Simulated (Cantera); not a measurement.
Feed: 1 mol MgO, 0.52 mol CH4, 4.3 mol H2, held at 2100 °C and 3.80 bar.

Cantera equilibrium calculation (NASA polynomials, part measured and part estimated; ideal gas, pure solids and liquids). Candidate condensed phases: C, C6H6, C7H8, C8H18, H2O, Mg, MgCO3, MgO, Mg(OH)2; 116 gas species. The tables' values for MgH are old estimates; treat these amounts as uncertain. Equilibrium is a limit: real reactors are often held back by kinetics, nucleation or transport.

Base state: H2 0.824, Mg 0.0819, CO 0.0810, H 0.00650, H2O 0.00350, MgH 0.00273, MgOH 0.000225, CO2 5.90e-5 (mole fractions); condensed: MgO(s).

Problem. What changes in the equilibrium state with this change: temperature from 2100 °C to 727 °C?

Solution. 
| species | before | after |
|---|---|---|
| H2 | 0.824 | 0.892 |
| CH4 | 1.18e-6 | 0.108 |
| H | 0.00650 | 1.10e-9 |
| Mg | 0.0819 | <1e-9 |
| CO | 0.0810 | <1e-9 |
| H2O | 0.00350 | <1e-9 |
| MgH | 0.00273 | <1e-9 |
| MgOH | 0.000225 | <1e-9 |
| CO2 | 5.90e-5 | <1e-9 |
| MgO(s), mol | 0.456 | 1.00 |
